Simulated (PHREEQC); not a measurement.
Synthetic water in mg/kgw, 20 °C, pH 3.01, pe 10.8:

```
constituent              mg/kgw
-----------------------  ------
Na                          133
K                          71.1
Ca                          371
Mg                           29
Cl                          303
S(6) as SO4                1040
Zn                         27.4
P as PO4                   4.75
Si as SiO2                 17.5
O(0) (dissolved oxygen)    3.09
F                         0.235
Cu(2)                      56.8
```

Cl is adjusted to close the charge balance.
Valence states are taken as typed.

All values are PHREEQC results (ion-association model, wateq4f.dat), not measurements.

Each row changes one thing in this solution. No solid was allowed to form.

```
case                                             ionic strength (mol/kgw)  SO4-2 (mol/kgw)  Ca+2 (mol/kgw)  Mg+2 (mol/kgw)  Cu+2 (mol/kgw)  HSO4- (mol/kgw)  SI of Chalcedony (SiO2)  SI of Gypsum (CaSO4:2H2O)
-----------------------------------------------  ------------------------  ---------------  --------------  --------------  --------------  ---------------  -----------------------  -------------------------
as made                                                            0.0422          0.00732         0.00693        0.000871        0.000656         0.000365                    +0.08                      -0.33
all concentrations times 4 at the same typed pH                     0.146           0.0245          0.0241         0.00298         0.00225         0.000918                    +0.69                      +0.42
Si from 17.5 to 52.5 mg/kgw                                        0.0422          0.00732         0.00693        0.000871        0.000656         0.000365                    +0.56                      -0.33
Zn from 27.4 to 54.8 mg/kgw                                        0.0432          0.00724         0.00697        0.000877        0.000659         0.000360                    +0.08                      -0.34
```

Some of these states are supersaturated (in Quartz (slow to form), Chalcedony (slow to form), Gypsum, for instance). H3PO4, which wateq4f.dat lacks, is added to it with the constant of phreeqc.dat. SiF6-2 is the database's only silicon fluoride. The database has no phosphate complexes of Cu, Zn.
